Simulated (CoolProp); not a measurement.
Values from CoolProp's reference Helmholtz-energy equation of state, Lemmon 2016.

Question: For R115, give the phase and the density (kg/m³), cp (kJ/(kg K)), cv (kJ/(kg K)), speed of sound (m/s) at 291.4 K and 6.74 bar; 291.4 K and 12.8 bar.

Answer: 
- 291.4 K and 6.74 bar: gas; density 50.9, cp 0.805, cv 0.686, speed of sound 112
- 291.4 K and 12.8 bar: liquid; density 1320, cp 1.07, cv 0.709, speed of sound 383
